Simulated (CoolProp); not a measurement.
Model: reference Helmholtz-energy equation of state, de Vries 1995, in CoolProp.

Question: For R124, give the phase and the Joule-Thomson coefficient (K/MPa), expansivity (1/kK), conductivity (mW/(m K)) at 403.5 K and 0.362 MPa; 403.5 K and 0.725 MPa; 403.5 K and 2.54 MPa.

Answer: 
- 403.5 K and 0.362 MPa: gas; Joule-Thomson coefficient 9.02, expansivity 2.78, conductivity 22.2
- 403.5 K and 0.725 MPa: gas; Joule-Thomson coefficient 9.38, expansivity 3.14, conductivity 22.5
- 403.5 K and 2.54 MPa: gas; Joule-Thomson coefficient 12.2, expansivity 7.33, conductivity 25.5

Thermal conductivity comes from a separate model (Huber 2003), an estimate that may be off by 10 % or more.
